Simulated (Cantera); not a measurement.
Input (Python, Cantera) and output of one run.

```python
import numpy as np
import cantera as ct

gas_names = """
    C CH CH2 CH3 CH2OH CH3O CH4 CH3OH CO CO2 COOH C2 C2H CHCO,ketyl C2H2,acetylene C2H2,vinylidene
    CH2CO,ketene C2H3,vinyl CH3CO,acetyl C2H4 C2H4O,ethylen CH3CHO,ethanal CH3COOH (HCOOH)2 C2H5 C2H6
    CH3OCH3 C2H5OH C2O C3 C3H3,propargyl C3H4,allene C3H4,propyne C3H4,cyclo- C3H5,allyl C3H6,propylene
    C3H6,cyclo- C3H6O C3H7,n-propyl C3H7,i-propyl C3H8 C3H8O,1propanol C3H8O,2propanol C3O2 C4 C4H2
    C4H4,1,3-cyclo- C4H6,butadiene C4H6,2-butyne C4H6,cyclo- C4H8,1-butene C4H8,cis2-buten
    C4H8,tr2-butene C4H8,isobutene C4H8,cyclo- (CH3COOH)2 C4H9,n-butyl C4H9,i-butyl C4H9,s-butyl
    C4H9,t-butyl C4H10,isobutane C4H10,n-butane C5 C5H6,1,3cyclo- C5H8,cyclo- C5H10,1-pentene
    C5H10,cyclo- C5H11,pentyl C5H11,t-pentyl C5H12,n-pentane C5H12,i-pentane CH3C(CH3)2CH3 C6H2
    C6H5,phenyl C6H5O,phenoxy C6H6 C6H5OH,phenol C6H10,cyclo- C6H12,1-hexene C6H12,cyclo- C6H13,n-hexyl
    C7H7,benzyl C7H8 C7H8O,cresol C7H14,1-heptene C7H15,n-heptyl C7H16,n-heptane C8H8,styrene
    C8H10,ethylbenz C8H16,1-octene C8H17,n-octyl C8H18,isooctane C8H18,n-octane C9H19,n-nonyl
    C10H8,naphthale C10H21,n-decyl C12H9,o-bipheny C12H10,bipheny H HCO HO2 H2 HCHO,formaldehy HCOOH H2O
    H2O2 O OH O2 O3 Pb PbO Pb2
""".split()
cond_names = """
    C(gr) C6H6(L) C7H8(L) C8H18(L),n-octa H2O(s) H2O(L) Pb(cr) Pb(L) PbO(rd) PbO(yw) PbO(L) PbO2(s)
    Pb3O4(s)
""".split()


def load(file, names, dense=False):
    # The tables refer to 1 bar. Condensed volumes are neglected.
    table = {s.name: s for s in ct.Species.list_from_file(file)}
    out = []
    for n in names:
        d = dict(table[n].input_data)
        d["thermo"] = dict(d["thermo"], **{"reference-pressure": 1e5})
        if dense:
            d["equation-of-state"] = {"model": "constant-volume", "density": "1e6 g/cm^3"}
        out.append(ct.Species.from_dict(d))
    return out


gas = ct.Solution(thermo="ideal-gas", species=load("nasa_gas.yaml", gas_names))
cond = {s.name: ct.Solution(thermo="fixed-stoichiometry", species=[s], name=s.name)
        for s in load("nasa_condensed.yaml", cond_names, dense=True)}
atoms = {
    'PbO': {'Pb': 1, 'O': 1},
    'CO': {'C': 1, 'O': 1},
    'H2': {'H': 2},
}
top_T = {'C(gr)': 4500, 'Pb3O4(s)': 820}  # K; cautious upper limits of use, not melting points


def equilibrate(T, P, feed):
    n = {}
    for name, mol in feed.items():
        for a, k in atoms[name].items():
            n[a] = n.get(a, 0.0) + k * mol
    gas.TPX = T, P, n
    mass = sum(n.values()) * gas.mean_molecular_weight
    gas.equilibrate("TP")
    valid = [c for c in cond.values() if c.min_temp <= T <= top_T.get(c.name, c.max_temp)]
    mix = ct.Mixture([(gas, mass / gas.mean_molecular_weight)] + [(c, 0.0) for c in valid])
    mix.T, mix.P = T, P
    mix.equilibrate("TP", solver="vcs", rtol=1e-11, max_steps=5000)
    return mix


results = []
feed = {'PbO': 1, 'CO': 0.2, 'H2': 10}  # mol
P = 1333.22  # Pa
for T in [1025, 1050, 1075, 1100, 1125, 1150, 1175, 1200, 1225, 1250, 1275]:
    mix = equilibrate(T, P, feed)
    results.append((T, P, feed, dict(zip(mix.species_names, mix.species_moles))))
    x = sorted(zip(gas.X, gas.species_names), reverse=True)
    print(f"T = {T:g} K  P = {P:g} Pa  gas = {mix.phase_moles(0):.4g} mol")
    print("   x: " + "  ".join(f"{s} {v:.3e}" for v, s in x if v > 0.0001))
    print("   condensed (mol): " + ("  ".join(f"{mix.phase(i).name} {mix.phase_moles(i):.4g}"
          for i in range(1, mix.n_phases) if mix.phase_moles(i) > 1e-12) or "none"))
```

Output:

```
T = 1025 K  P = 1333.22 Pa  gas = 10.22 mol
   x: H2 8.829e-01  H2O 9.543e-02  CO 1.716e-02  CO2 2.405e-03  Pb 2.086e-03
   condensed (mol): Pb(L) 0.9787
T = 1050 K  P = 1333.22 Pa  gas = 10.24 mol
   x: H2 8.815e-01  H2O 9.549e-02  CO 1.733e-02  Pb 3.490e-03  CO2 2.211e-03
   condensed (mol): Pb(L) 0.9643
T = 1075 K  P = 1333.22 Pa  gas = 10.26 mol
   x: H2 8.794e-01  H2O 9.544e-02  CO 1.746e-02  Pb 5.696e-03  CO2 2.038e-03
   condensed (mol): Pb(L) 0.9416
T = 1100 K  P = 1333.22 Pa  gas = 10.29 mol
   x: H2 8.762e-01  H2O 9.527e-02  CO 1.755e-02  Pb 9.088e-03  CO2 1.882e-03
   condensed (mol): Pb(L) 0.9065
T = 1125 K  P = 1333.22 Pa  gas = 10.35 mol
   x: H2 8.716e-01  H2O 9.491e-02  CO 1.759e-02  Pb 1.419e-02  CO2 1.741e-03
   condensed (mol): Pb(L) 0.8531
T = 1150 K  P = 1333.22 Pa  gas = 10.43 mol
   x: H2 8.648e-01  H2O 9.430e-02  Pb 2.173e-02  CO 1.757e-02  CO2 1.612e-03
   condensed (mol): Pb(L) 0.7734
T = 1175 K  P = 1333.22 Pa  gas = 10.54 mol
   x: H2 8.550e-01  H2O 9.335e-02  Pb 3.266e-02  CO 1.748e-02  CO2 1.491e-03
   condensed (mol): Pb(L) 0.6556
T = 1200 K  P = 1333.22 Pa  gas = 10.72 mol
   x: H2 8.412e-01  H2O 9.193e-02  Pb 4.824e-02  CO 1.729e-02  CO2 1.376e-03
   condensed (mol): Pb(L) 0.483
T = 1225 K  P = 1333.22 Pa  gas = 10.97 mol
   x: H2 8.218e-01  H2O 8.990e-02  Pb 7.009e-02  CO 1.697e-02  CO2 1.264e-03
   condensed (mol): Pb(L) 0.2311
T = 1250 K  P = 1333.22 Pa  gas = 11.2 mol
   x: H2 8.047e-01  Pb 8.928e-02  H2O 8.812e-02  CO 1.669e-02  CO2 1.168e-03
   condensed (mol): none
T = 1275 K  P = 1333.22 Pa  gas = 11.2 mol
   x: H2 8.047e-01  Pb 8.928e-02  H2O 8.818e-02  CO 1.675e-02  CO2 1.104e-03
   condensed (mol): none
```

These are equilibrium values from Cantera (NASA tables, ideal gas, pure condensed phases), not measurements of a reactor.
